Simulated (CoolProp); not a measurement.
Saturation properties of isobutane (Tc = 407.8 K, pc = 3.629 MPa, ω = 0.184).

Values from CoolProp's reference Helmholtz-energy equation of state, Bücker 2006.

```
T (K)  p (MPa)  vapour density (kg/m³)
-----  -------  ----------------------
307.1   0.4516                   11.66
315.5        ?                       ?
323.9        ?                   17.92
332.3        ?                   21.98
340.6    1.028                   26.73
349      1.233                   32.47
357.4        ?                   39.37
365.8    1.729                   47.76
374.2        ?                   58.13
382.6    2.359                   71.33
```

Task: Some entries are withheld; supply them.

Result: 
- 315.5, p (MPa): 0.5648
- 315.5, vapour density (kg/m³): 14.52
- 323.9, p (MPa): 0.6976
- 332.3, p (MPa): 0.8522
- 357.4, p (MPa): 1.465
- 374.2, p (MPa): 2.026

It boils at 261.4 K under 1 atm.
